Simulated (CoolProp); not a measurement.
Vapour-liquid equilibrium of propane (1) + toluene (2) at 0.24 MPa; x and y are mole fractions of (1).

Values from CoolProp's multi-fluid Helmholtz-energy mixture model, Lemmon 2009 and Lemmon 2006; pair parameters Bell 2016.

Question: Give the bubble temperature and the first vapour's composition at x = 0.35, 0.55, 0.65. Is there an azeotrope?

Answer: x = 0.35: 271.3 K, y = 0.997; x = 0.55: 263.0 K, y = 0.999; x = 0.65: 260.7 K, y = 0.999. No azeotrope shows between x = 0.05 and 0.95.

The pair parameters rest on a limited set of measurements; away from them the model extrapolates. With so large a gap from Raoult's law the liquid may split in two, which this calculation doesn't test in full.
